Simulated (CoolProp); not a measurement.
Aqueous ethylene glycol as a coolant, 13 % by mass, freezing at -4.6 °C, 1 atm.

Computed with CoolProp (Melinder's fits for secondary coolants).

```csv
T (°C),Prandtl number,cp (kJ/(kg K)),density (kg/m³),conductivity (W/(m K))
-2.8,22.3,3.985,1018,0.507
3.2,17.8,3.989,1018,0.516
9.2,14.4,3.994,1017,0.525
15.2,11.8,3.999,1016,0.533
21.2,9.89,4.005,1014,0.541
27.3,8.36,4.011,1012,0.548
33.3,7.17,4.018,1010,0.556
```
